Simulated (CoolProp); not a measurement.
Computed with CoolProp (reference Helmholtz-energy equation of state, Lemmon 2006). It is a short technical equation, of lower accuracy than the large ones.

Give the vapour pressure (MPa), liquid cp (kJ/(kg K)), vapour Z, liquid viscosity (µPa s) of saturated R141b at 382.1, 407.7 K.


```tsv
T (K)	p (MPa)	liquid cp (kJ/(kg K))	vapour Z	liquid viscosity (µPa s)
382.1	0.823	1.32	0.840	174
407.7	1.37	1.42	0.773	136
```

Viscosity comes from a separate model (Huber 2003), an estimate that may be off by 10 % or more.
